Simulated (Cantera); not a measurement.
A perfectly stirred reactor is fed with CH4 : C2H6 : O2 : N2 = 1 : 0.3 : 3.77 : 14.2 (molar parts), equivalence ratio 0.81, at 1.00 bar; it is adiabatic with a 650 K inlet, and is followed from long to short residence time, starting on the burning branch (τ in s: 0.052, 0.021, 0.0088, 0.0036, 0.0015, 0.00061, 0.00025, 0.0001, 4.3e-05, 1.8e-05, 7.2e-06).

Cantera simulation using GRI-Mech 3.0 (53 species, 325 reactions); the numbers are that mechanism's predictions, not measurements.

Task: What does this change do: N2 14.2 to 10 parts?

Result: 
```csv
quantity,before,after
"blow-out, bracketed by the residence times tried","burning at 0.100 ms, out at 43.0 µs","burning at 43.0 µs, out at 18.0 µs"
x(CH4) at τ = 52.0 ms,2.64e-6,1.03e-6
x(C2H6) at τ = 52.0 ms,1.10e-7,4.27e-8
x(O2) at τ = 52.0 ms,0.0374,0.0478
x(NO2) at τ = 52.0 ms,7.30e-7,3.11e-6
x(N2O) at τ = 52.0 ms,3.14e-7,4.66e-7
x(CH4) at τ = 0.610 ms,8.09e-5,5.26e-5
x(C2H6) at τ = 0.610 ms,5.93e-6,3.38e-6
x(O2) at τ = 0.610 ms,0.0450,0.0567
x(NO2) at τ = 0.610 ms,2.07e-8,9.38e-8
x(N2O) at τ = 0.610 ms,2.15e-7,2.53e-7
```

Task: What does this change do: N2 14.2 to 11 parts?

Result: 
| quantity | before | after |
|---|---|---|
| blow-out, bracketed by the residence times tried | burning at 0.100 ms, out at 43.0 µs | burning at 43.0 µs, out at 18.0 µs |
| x(CH4) at τ = 52.0 ms | 2.64e-6 | 1.30e-6 |
| x(C2H6) at τ = 52.0 ms | 1.10e-7 | 5.29e-8 |
| x(O2) at τ = 52.0 ms | 0.0374 | 0.0446 |
| x(NO2) at τ = 52.0 ms | 7.30e-7 | 2.44e-6 |
| x(N2O) at τ = 52.0 ms | 3.14e-7 | 4.24e-7 |
| x(CH4) at τ = 0.610 ms | 8.09e-5 | 5.85e-5 |
| x(C2H6) at τ = 0.610 ms | 5.93e-6 | 3.93e-6 |
| x(O2) at τ = 0.610 ms | 0.0450 | 0.0534 |
| x(NO2) at τ = 0.610 ms | 2.07e-8 | 5.94e-8 |
| x(N2O) at τ = 0.610 ms | 2.15e-7 | 2.38e-7 |
